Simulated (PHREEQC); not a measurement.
0.9 g of hydrous ferric oxide (600 m²/g; 0.2 weak and 0.005 strong sites per Fe, Dzombak-Morel constants, diffuse double layer) in 1 kg of water with 0.3 mol/kgw of an inert sodium salt and 0.0021 mol/kgw Na2SO4 and 0.00029 mol/kgw MgCl2, at 25 °C; the pH is set by adding NaOH or the inert anion's acid. Oxygen is held at 0.21 atm. CO2 from the air is kept out. Nothing may precipitate in this run.

Model: ion-association model, wateq4f.dat, run in PHREEQC.

Q: Predict S sorbed (%), Mg sorbed (%) at pH = 4, 9.

A: 
```
pH  S sorbed (%)  Mg sorbed (%)
--  ------------  -------------
4           29.0            0.0
9            0.0           96.0
```

Species that the database lacks are ignored. The oxide is taken as insoluble; below pH 4 it would dissolve.
